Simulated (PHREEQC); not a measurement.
Make-up at 35 °C: 100 mmol/kgw TMAH, 0.27 mmol/kgw CO2 and 140 mmol/kgw Na2CO3. Closed to the air; pH follows from the charge balance.

Equilibrium calculation in PHREEQC: ion-association model, wateq4f.dat.

```csv
quantity,before,after
pH,12.51,11.00
ionic strength (mol/kgw),0.352,0.348
Na+ (mol/kgw),0.196,0.193
NaCO3- (mol/kgw),0.0843,0.0818
CO3-2 (mol/kgw),0.0559,0.0548
HCO3- (mol/kgw),0.000111,0.00347
SI of Natron (Na2CO3:10H2O),-2.66,-2.68
SI of Nahcolite (NaHCO3),-4.50,-3.01
```

Problem. Name the change that produced these shifts.
A) CO2 replaced by K2CO3 at the same molality
B) temperature from 35 to 75 °C
C) CO2 replaced by Ca(HCO3)2 at the same molality
D) 0.0025 mol/kgw NH3 added
E) TMAH replaced by (CH3)4NF at the same molality

Solution. E, TMAH replaced by (CH3)4NF at the same molality

No solid was allowed to form. (CH3)4N+ isn't in the database: it is added as a free cation with an ion size of 4 Å.
